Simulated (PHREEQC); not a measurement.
Hard or scaling water: speciation

Consider water at 25 °C with 0.094 mol MgCl2, 0.00038 mol Na2SO4 and 0.00022 mol MgSO4 per kg of water. Closed to the air; pH follows from the charge balance.

Equilibrium calculation in PHREEQC: ion-association model, phreeqc.dat.

Precipitation was switched off in this run.

Task: What specific conductance, density does the model give?

Result: specific conductance 16700 µS/cm; density 1.005 g/cm³.

Task: In which forms is S present?

Result: MgSO4 63 %, SO4-2 37 % of the S.
